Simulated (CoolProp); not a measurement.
Vapour-liquid equilibrium of n-hexane (1) + ethylbenzene (2) at 348.8 K; x and y are mole fractions of (1).

Computed with CoolProp (multi-fluid Helmholtz-energy mixture model, Thol 2019 and Zhou 2012; pair parameters Bell 2016).

```tsv
x	bubble pressure (kPa)	y at the bubble point	dew pressure at overall composition x (kPa)	liquid density (mol/L)
0.05	22.02	0.384	(withheld)	(withheld)
0.15	36.16	(withheld)	16.47	(withheld)
0.25	48.67	0.770	18.46	7.551
0.35	(withheld)	0.833	20.99	7.489
0.45	70.43	0.875	24.32	7.424
0.55	80.36	0.906	28.87	7.358
0.65	90.05	(withheld)	35.48	7.291
0.75	99.72	0.953	45.81	7.221
0.85	(withheld)	0.973	63.78	7.149
0.95	120.0	0.991	98.29	7.075
```

Fill in the missing entries.


- 0.05, dew pressure at overall composition x (kPa): 14.87
- 0.05, liquid density (mol/L): 7.671
- 0.15, y at the bubble point: 0.658
- 0.15, liquid density (mol/L): 7.612
- 0.35, bubble pressure (kPa): 59.97
- 0.65, y at the bubble point: 0.931
- 0.85, bubble pressure (kPa): 109.6

No azeotrope shows between x = 0.05 and 0.95.

Pair parameters are fitted to limited data, so mixtures are less certain than the pure fluids.
